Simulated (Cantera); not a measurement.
What does this Cantera script print?

```python
import numpy as np
import cantera as ct

gas_names = """
    F F2 H HF H2 H2F2 H3F3 H4F4 H5F5 H6F6 H7F7 N NF NF2 NF3 NH NH2 NH3 N2 N2H2 N2H4 Si SiF SiF2 SiF3
    SiF4 SiH SiHF3 SiH2 SiH2F2 SiH3 SiH3F SiH4 SiN Si2 Si2N Si3
""".split()
cond_names = """
    Si(cr) Si(L) Si3N4(a)
""".split()


# ... load() reads the species with a 1 bar reference pressure and builds the phases ...
atoms = {
    'Si': {'Si': 1},
    'HF': {'H': 1, 'F': 1},
    'N2': {'N': 2},
}
top_T = {'Si3N4(a)': 2400}  # K; cautious upper limits of use, not melting points


# ... equilibrate(T, P, feed) seeds the gas with the atoms and calls Mixture.equilibrate('TP', solver="vcs", rtol=1e-11, max_steps=5000) ...
results = []
T = 1600  # K
P = 91000  # Pa
for m in [2, 3.3, 4.7, 6, 7.4, 8.7, 10, 11, 13, 14, 15]:
    feed = {'Si': 1, 'HF': m, 'N2': 8.8}  # mol
    mix = equilibrate(T, P, feed)
    results.append((T, P, feed, dict(zip(mix.species_names, mix.species_moles))))

top = {s: max(r[3][s] / sum(r[3][g] for g in gas_names) for r in results) for s in gas_names}
cols = sorted((s for s in top if top[s] > 1e-05), key=lambda s: -top[s])[:5]
seen = [c for c in cond_names if any(r[3].get(c, 0) > 1e-12 for r in results)]
print("log10 of partial pressures in bar; condensed amounts in mol")
print(f"{'n(HF)':>10s}" + "".join(f"{s[:9]:>10s}" for s in cols + seen))
for T, P, feed, n in results:
    ng = sum(n[g] for g in gas_names)
    print(f"{feed['HF']:10.4g}" + "".join(f"{np.log10(max(n[s] / ng * P / 1e5, 1e-99)):10.3f}" for s in cols)
          + "".join(f"{n.get(c, 0):10.4g}" for c in seen))
```

Result:

```
log10 of partial pressures in bar; condensed amounts in mol
     n(HF)        N2        HF        H2      SiF4      SiF3  Si3N4(a)
         2    -0.113    -2.458    -1.051    -1.389    -2.405     0.165
       3.3    -0.151    -2.337    -0.883    -1.218    -2.270   0.05533
       4.7    -0.194    -1.286    -0.839    -1.143    -3.224         0
         6    -0.236    -0.879    -0.880    -1.183    -3.692         0
       7.4    -0.278    -0.691    -0.922    -1.224    -3.942         0
       8.7    -0.314    -0.586    -0.958    -1.259    -4.100         0
        10    -0.347    -0.513    -0.991    -1.292    -4.223         0
        11    -0.371    -0.470    -1.014    -1.316    -4.301         0
        13    -0.415    -0.405    -1.058    -1.359    -4.432         0
        14    -0.435    -0.379    -1.079    -1.380    -4.488         0
        15    -0.454    -0.357    -1.098    -1.399    -4.539         0
```

Cantera equilibrium calculation (NASA polynomials, part measured and part estimated; ideal gas, pure solids and liquids). The tables' values for SiF3, SiF2 are old estimates; treat these amounts as uncertain.
